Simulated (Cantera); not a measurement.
Feed: 1 mol CHF₃, 0.59 mol H₂, equilibrated at 2.10 Pa.

Method: chemical equilibrium by Gibbs-energy minimisation in Cantera with the NASA 1993 tables (ideal gas, pure condensed phases). Candidate condensed phases: C, C₆H₆, C₇H₈, C₈H₁₈; 110 gas species. Ions and electrons are included (thermal ionisation). Equilibrium is a limit: real reactors are often held back by kinetics, nucleation or transport.

### Question
At 3500 K, list the 5 most abundant gas species with their mole fractions, and the condensed phases.

### Answer
F 0.485, H 0.352, C 0.161, HF 0.000764, C₂ 0.000203. Condensed: gas only.
